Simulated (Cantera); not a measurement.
Ammonia decomposition in nitride growth gas

A perfectly stirred reactor is fed with NH3 : N2 = 1 : 5.7 (molar parts), at 0.0263 atm; it is held at 1898 K, and followed from long to short residence time.

Computed with Cantera and the gas-phase N/H chemistry of the illustrative SiF4/NH3 mechanism in the Surface Chemkin manual (1991). Walls and surfaces, which speed up NH3 decomposition in real reactors, are not modelled.

```tsv
τ (s)	x NH3	x N2H4	x H2	x H	x N	x NH	x NH2
7.2	0.0343	3.73e-10	0.150	0.000176	7.80e-7	4.90e-6	0.000112
1.8	0.0751	1.26e-9	0.0965	9.55e-5	8.05e-7	6.82e-6	0.000206
0.46	0.117	2.81e-9	0.0424	4.11e-5	6.05e-7	7.55e-6	0.000308
0.12	0.139	4.62e-9	0.0130	1.44e-5	2.34e-7	6.12e-6	0.000395
0.029	0.147	4.45e-9	0.00233	3.06e-6	3.41e-8	3.32e-6	0.000387
0.0073	0.149	9.66e-10	0.000188	3.88e-7	2.70e-9	9.71e-7	0.000181
0.0018	0.149	6.40e-11	2.46e-5	1.84e-7	2.94e-10	1.06e-7	4.66e-5
0.00047	0.149	4.27e-12	5.98e-6	1.72e-7	8.08e-12	6.33e-9	1.21e-5
0.00012	0.149	<1e-12	1.41e-6	1.59e-7	<1e-12	2.96e-10	2.97e-6
```
x: mole fraction; the columns are a selection and need not sum to one.
